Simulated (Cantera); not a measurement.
# SO₂ + H₂O (abatement and gas-phase synthesis)

Feed: 1 mol SO₂, 1.2 mol H₂O, held at 14.0 Pa.

These are equilibrium values from Cantera (NASA tables, ideal gas, pure condensed phases), not measurements of a reactor. Candidate condensed phases: H₂O, H₂SO₄, S; 19 gas species. The numbers say what is thermodynamically allowed, not how fast it happens.

From 600 K to 1500 K nothing is condensed.

```csv
T (K),x H₂O,x SO₂,x H₂,x O₂,x OH,x SO,x H,x O
600,0.545,0.455,1.68e-8,<1e-12,<1e-12,3.31e-12,<1e-12,<1e-12
700,0.545,0.455,1.36e-7,<1e-12,<1e-12,1.39e-10,<1e-12,<1e-12
800,0.545,0.455,6.64e-7,1.29e-11,5.25e-11,2.29e-9,<1e-12,<1e-12
900,0.545,0.455,2.30e-6,4.12e-9,3.33e-9,2.01e-8,1.50e-11,<1e-12
1000,0.545,0.455,6.60e-6,3.73e-7,9.01e-8,1.21e-7,4.93e-10,8.11e-12
1100,0.545,0.455,2.28e-5,7.07e-6,1.11e-6,7.57e-7,1.04e-8,5.61e-10
1200,0.545,0.455,9.09e-5,4.16e-5,7.62e-6,4.91e-6,1.59e-7,1.37e-8
1300,0.545,0.454,0.000318,0.000159,3.73e-5,2.58e-5,1.67e-6,1.88e-7
1400,0.544,0.454,0.000941,0.000487,0.000145,0.000108,1.26e-5,1.77e-6
1500,0.542,0.453,0.00242,0.00129,0.000468,0.000375,7.31e-5,1.23e-5
```
x: gas mole fraction; nothing condenses.
